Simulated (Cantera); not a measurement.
A perfectly stirred reactor is fed with CH₄ : O₂ : N₂ : H₂O = 1 : 1.43 : 5.37 : 0.44 (molar parts), equivalence ratio 1.4, at 310000 Pa; it is adiabatic with a 675 K inlet, and is followed from long to short residence time, starting on the burning branch (τ in s: 0.081, 0.034, 0.015, 0.0062, 0.0026, 0.0011, 0.00047, 0.0002, 8.5e-05, 3.6e-05, 1.5e-05, 6.5e-06).

Detailed kinetics in Cantera: GRI-Mech 3.0 (53 species, 325 reactions).

### Question
What does this change do: inlet temperature 675 to 425 K?

### Answer
```csv
quantity,before,after
"blow-out, bracketed by the residence times tried","burning at 0.200 ms, out at 85.0 µs","burning at 0.470 ms, out at 0.200 ms"
x(CH₄) at τ = 81.0 ms,8.07e-5,0.000924
x(O₂) at τ = 81.0 ms,4.97e-5,0.000165
x(H₂O) at τ = 81.0 ms,0.215,0.214
x(H₂) at τ = 81.0 ms,0.0613,0.0612
x(CH₂) at τ = 81.0 ms,3.17e-7,4.01e-7
x(CH₄) at τ = 0.470 ms,0.00198,0.0103
x(O₂) at τ = 0.470 ms,0.00360,0.0179
x(H₂O) at τ = 0.470 ms,0.215,0.211
x(H₂) at τ = 0.470 ms,0.0554,0.0414
x(CH₂) at τ = 0.470 ms,2.26e-5,8.51e-6
```

### Question
What does this change do: pressure from 310000 Pa to 500000 Pa?

### Answer
```tsv
quantity	before	after
blow-out, bracketed by the residence times tried	burning at 0.200 ms, out at 85.0 µs	burning at 0.200 ms, out at 85.0 µs
x(CH₄) at τ = 81.0 ms	8.07e-5	9.46e-5
x(O₂) at τ = 81.0 ms	4.97e-5	3.92e-5
x(H₂O) at τ = 81.0 ms	0.215	0.215
x(H₂) at τ = 81.0 ms	0.0613	0.0613
x(CH₂) at τ = 81.0 ms	3.17e-7	2.10e-7
x(CH₄) at τ = 0.470 ms	0.00198	0.00278
x(O₂) at τ = 0.470 ms	0.00360	0.00355
x(H₂O) at τ = 0.470 ms	0.215	0.217
x(H₂) at τ = 0.470 ms	0.0554	0.0527
x(CH₂) at τ = 0.470 ms	2.26e-5	1.59e-5
```

### Question
What does this change do: pressure from 310000 Pa to 32000 Pa?

### Answer
```tsv
quantity	before	after
blow-out, bracketed by the residence times tried	burning at 0.200 ms, out at 85.0 µs	burning at 0.470 ms, out at 0.200 ms
x(CH₄) at τ = 81.0 ms	8.07e-5	2.20e-5
x(O₂) at τ = 81.0 ms	4.97e-5	0.000254
x(H₂O) at τ = 81.0 ms	0.215	0.211
x(H₂) at τ = 81.0 ms	0.0613	0.0612
x(CH₂) at τ = 81.0 ms	3.17e-7	9.69e-7
x(CH₄) at τ = 0.470 ms	0.00198	0.00146
x(O₂) at τ = 0.470 ms	0.00360	0.00825
x(H₂O) at τ = 0.470 ms	0.215	0.204
x(H₂) at τ = 0.470 ms	0.0554	0.0594
x(CH₂) at τ = 0.470 ms	2.26e-5	5.01e-5
```
